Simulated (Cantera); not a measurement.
Pyrogenic steam for wet oxidation

An isothermal, constant-pressure homogeneous reactor starts with H2 : O2 : N2 = 1.3 : 1 : 1 (molar parts), at 1025 K and 1.00 bar.

Computed with Cantera and GRI-Mech 3.0 (53 species, 325 reactions). The temperature is held fixed by assumption; the heat of reaction is taken as removed at once.

```csv
t (s),x H2,x O2,x N2O,x NO,x OH,x H2O2,x H
3.00e-5,0.394,0.303,<1e-12,<1e-12,3.31e-9,2.48e-10,5.57e-8
0.000119,0.286,0.256,2.11e-9,7.08e-8,0.00185,1.61e-5,0.0112
0.000475,0.174,0.207,5.74e-9,4.60e-8,3.22e-7,0.000328,1.30e-6
0.00189,0.172,0.206,5.84e-9,4.97e-8,5.04e-7,0.000506,1.94e-6
0.00754,0.158,0.200,6.60e-9,6.31e-8,1.18e-6,0.00105,3.75e-6
0.0300,0.0981,0.174,1.05e-8,5.66e-8,1.32e-6,0.000863,2.59e-6
0.119,0.0157,0.139,2.23e-8,2.99e-8,1.11e-6,0.000157,4.05e-7
0.475,0.000733,0.132,3.06e-8,5.06e-9,2.44e-7,1.82e-6,4.60e-9
1.89,5.94e-5,0.132,3.11e-8,2.59e-9,6.70e-8,3.69e-8,1.25e-10
7.54,6.16e-7,0.132,2.85e-8,2.61e-8,6.06e-8,2.66e-10,1.82e-12
30.0,2.46e-10,0.132,1.95e-8,1.48e-7,3.68e-7,6.90e-10,<1e-12
```
x: mole fraction; the columns are a selection and need not sum to one.

Equilibrium at this temperature and pressure: H2 2.46e-10, O2 0.132, N2O 1.25e-9, NO 2.26e-5, OH 3.66e-7, H2O2 6.86e-10, H <1e-12 (gas phase only).
